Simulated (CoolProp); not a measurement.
A Linde-Hampson liquefier for normal hydrogen: isothermal reversible compression at 280 K from 1 atm to 40 MPa, throttling to 1 atm, return gas leaving the recuperator 10 K below the feed. Each further row changes one setting.

Values from CoolProp's reference Helmholtz-energy equation of state, Leachman 2009.

```tsv
case	compression work (kJ/kg of gas)
as stated	7200
high pressure 80 MPa	8320
warm-end temperature 310 K	7950
warm-end gap 15 K	7200
```
